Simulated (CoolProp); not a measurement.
A single-stage vapour-compression cycle with cyclopropane: evaporating at 284.15 K (dew point), condensing at 306.15 K (bubble point), superheat 0 K, subcooling 0 K, compressor efficiency 0.6, no pressure losses. Each further row changes one setting.

Model: reference Helmholtz-energy equation of state, Polt 1992, in CoolProp. This equation is an older, rougher fit; its heat capacities, sound speeds and derivatives of the liquid may be far off and weren't checked against measurements.

```tsv
case	cooling COP	pressure ratio	discharge temperature (K)	refrigerating effect (kJ/kg)	volumetric capacity (kJ/m³)
as stated	7.04	1.84	327.1	373	3590
evaporating temperature 289.15 K	9.42	1.59	321.9	377	4180
condensing temperature 301.15 K	9.29	1.61	318.1	385	3710
subcooling 5 K	7.26	1.84	327.1	…	3700
superheat 10 K	6.98	1.84	…	388	3560
compressor efficiency 0.5	…	1.84	333.3	373	3590
```

Problem. Some entries are withheld; supply them.

Solution. 
- subcooling 5 K, refrigerating effect (kJ/kg): 384
- superheat 10 K, discharge temperature (K): 337.2
- compressor efficiency 0.5, cooling COP: 5.87
